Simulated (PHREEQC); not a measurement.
Consider water at 20 °C with 10 mmol/kgw H3PO4 and 3.2 mmol/kgw H2SO4. Closed to the air; pH follows from the charge balance.

The numbers come from PHREEQC with the ion-association model, phreeqc.dat.

The pH is 2.04. The ionic strength comes out as 0.0120 mol/kgw and the specific conductance comes out as 3280 µS/cm. The total alkalinity is -16.4 meq/kg.

| species | molality | activity | log γ |
|---|---|---|---|
| H+ | 0.00995 | 0.00903 | -0.042 |
| H3PO4 | 0.00529 | 0.00530 | 0.001 |
| H2PO4- | 0.00471 | 0.00424 | -0.046 |
| SO4-2 | 0.00204 | 0.00132 | -0.188 |
| HSO4- | 0.00116 | 0.00104 | -0.048 |
| HPO4-2 | 4.36e-8 | 2.83e-8 | -0.188 |

This is a speciation only: nothing precipitates in the calculation. Complexes and solids missing from the database can't appear.
